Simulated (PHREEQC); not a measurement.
Make-up at 25 °C: 0.18 mol/kgw Na2CO3. Closed to the air; pH follows from the charge balance.

The numbers come from PHREEQC with the ion-association model, wateq4f.dat.

| quantity | before | after |
|---|---|---|
| pH | 11.32 | 11.19 |
| ionic strength (mol/kgw) | 0.339 | 0.320 |
| Na+ (mol/kgw) | 0.261 | 0.252 |

Q: Name the change that produced these shifts.
A) temperature from 25 to 30 °C
B) Na2CO3 from 0.18 to 0.27 mol/kgw
C) diluted 2-fold with water
D) temperature from 25 to 70 °C
E) Na2CO3 replaced by NaHS at the same molality

A: A, temperature from 25 to 30 °C

No solid was allowed to form.
